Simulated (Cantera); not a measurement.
N2O furnace oxynitridation

An isothermal, constant-pressure homogeneous reactor starts with N₂O : H₂O = 1 : 0.16 (molar parts), at 1500 K and 760 Torr.

Cantera simulation using GRI-Mech 3.0 (53 species, 325 reactions); the numbers are that mechanism's predictions, not measurements. GRI-Mech 3.0 was tuned for natural gas; its chemistry of N2O as a main component is partial and can be far from experiment. The temperature is held fixed by assumption; the heat of reaction is taken as removed at once.

```csv
t (s),x N₂O,x H₂O,x O,x HO₂,x H₂O₂,x OH,x NO
0.000900,0.770,0.133,8.28e-5,2.06e-5,3.27e-7,0.000501,0.0118
0.00220,0.660,0.128,7.75e-5,1.34e-5,2.55e-7,0.000502,0.0256
0.00540,0.470,0.119,6.82e-5,7.18e-6,1.91e-7,0.000478,0.0485
0.0132,0.236,0.108,5.21e-5,3.27e-6,1.35e-7,0.000411,0.0742
0.0324,0.0649,0.0994,2.70e-5,1.36e-6,7.68e-8,0.000290,0.0879
0.0794,0.00638,0.0967,6.04e-6,4.65e-7,2.42e-8,0.000137,0.0894
0.194,5.05e-5,0.0964,2.09e-6,2.25e-7,1.04e-8,8.14e-5,0.0894
0.476,1.84e-6,0.0964,2.05e-6,2.22e-7,1.02e-8,8.07e-5,0.0893
1.17,1.83e-6,0.0964,2.05e-6,2.22e-7,1.02e-8,8.07e-5,0.0892
2.86,1.82e-6,0.0964,2.05e-6,2.22e-7,1.02e-8,8.08e-5,0.0889
7.00,1.80e-6,0.0964,2.06e-6,2.22e-7,1.02e-8,8.08e-5,0.0882
```
x: mole fraction; the columns are a selection and need not sum to one.

Equilibrium at this temperature and pressure: N₂O 6.93e-8, H₂O 0.0963, O 2.22e-6, HO₂ 2.50e-7, H₂O₂ 1.10e-8, OH 8.40e-5, NO 0.00129 (gas phase only).
